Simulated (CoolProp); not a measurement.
A closed Brayton cycle with dry air: compressor inlet 323.15 K and 4.9 MPa, high pressure 16 MPa, turbine inlet 875 K, compressor efficiency 0.89, turbine efficiency 0.93, recuperator effectiveness 0.9 (on enthalpy, no pinch check). Each further row changes one setting.

Model: reference Helmholtz-energy equation of state, Lemmon 2000, in CoolProp. It is a pseudo-pure fit of the blend.

```tsv
case	thermal efficiency (%)	net work (kJ/kg)	compressor to turbine work	compressor exit (K)	turbine exit (K)
as stated	[?]	94.8	0.61	470.6	656.4
turbine inlet 825 K	[?]	80.5	[?]	470.6	[?]
compressor inlet 333.15 K	33.6	89.9	[?]	484.8	656.4
high pressure 13.6 MPa	36.4	89.3	0.59	[?]	683.1
recuperator effectiveness 0.5	27.2	94.8	0.61	470.6	656.4
```

**Question.** Fill in the missing entries.

**Answer.** 
- as stated, thermal efficiency (%): 35.1
- turbine inlet 825 K, thermal efficiency (%): 32.0
- turbine inlet 825 K, compressor to turbine work: 0.65
- turbine inlet 825 K, turbine exit (K): 617.0
- compressor inlet 333.15 K, compressor to turbine work: 0.63
- high pressure 13.6 MPa, compressor exit (K): 447.4
